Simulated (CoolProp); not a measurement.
Model: reference Helmholtz-energy equation of state, Lemmon 2006, in CoolProp. It is a short technical equation, of lower accuracy than the large ones.

Question: Give the vapour pressure (bar), vapour Z, surface tension (mN/m) of saturated acetone at 264.8 K.

Answer: 
```
T (K)  p (bar)  vapour Z  surface tension (mN/m)
-----  -------  --------  ----------------------
264.8   0.0588     0.991                    26.9
```

Surface tension comes from a separate correlation (Mulero 2012).
